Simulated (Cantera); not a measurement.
Charge: 1 mol PbO, 83 mol N2, equilibrated at 602 °C and 2.30 bar.

These are equilibrium values from Cantera (NASA tables, ideal gas, pure condensed phases), not measurements of a reactor. Candidate condensed phases: Pb, PbO, PbO2, Pb3O4; 12 gas species. Rates play no part.

Base state: N2 1.00 (mole fractions); condensed: PbO(yellow).

Question: What changes in the equilibrium state with this change: 1.2 mol NH3 added?

Answer: 
| species | before | after |
|---|---|---|
| N2 | 1.00 | 0.979 |
| H2O | 0 | 0.0117 |
| H2 | 0 | 0.00936 |
| PbO(yellow), mol | 1.00 | 0 |
| Pb(l), mol | 0 | 1.000 |
Further candidate phases: H2O.
